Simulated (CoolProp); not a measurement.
Methanol at 298.15 K and 5.32 MPa is throttled through a valve to 3.7 MPa with no heat exchange. Each further row changes one setting.

The numbers come from the reference Helmholtz-energy equation of state, de Reuck 1993 in CoolProp.

```
case                      temperature change (K)  final density (kg/m³)
------------------------  ----------------------  ---------------------
as stated                                      …                    789
outlet pressure 1.11 MPa                    +1.4                    786
outlet pressure 4.81 MPa                       …                      …
```

What belongs in the gaps?


- as stated, temperature change (K): +0.5
- outlet pressure 4.81 MPa, temperature change (K): +0.2
- outlet pressure 4.81 MPa, final density (kg/m³): 791
